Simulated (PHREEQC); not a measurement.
0.9 g of hydrous ferric oxide (600 m²/g; 0.2 weak and 0.005 strong sites per Fe, Dzombak-Morel constants, diffuse double layer) in 1 kg of water with 0.005 mol/kgw of an inert sodium salt and 3.1e-05 mol/kgw CaCl2 and 2.7e-06 mol/kgw BaCl2, at 25 °C; the pH is set by adding NaOH or the inert anion's acid. Oxygen is held at 0.21 atm. No CO2 enters from the air. Nothing may precipitate in this run.

The series has 13 steps of pH, from 3 to 9.

All values are PHREEQC results (ion-association model, wateq4f.dat), not measurements.

Near which pH is half of the Ca sorbed, and on which side is more sorbed?

Near pH 8.0, with more sorbed at higher pH.

Near which pH is half of the Ba sorbed, and on which side is more sorbed?

Near pH 7.7, with more sorbed at higher pH.

Complexes and solids missing from the database can't appear. The oxide is taken as insoluble; below pH 4 it would dissolve.
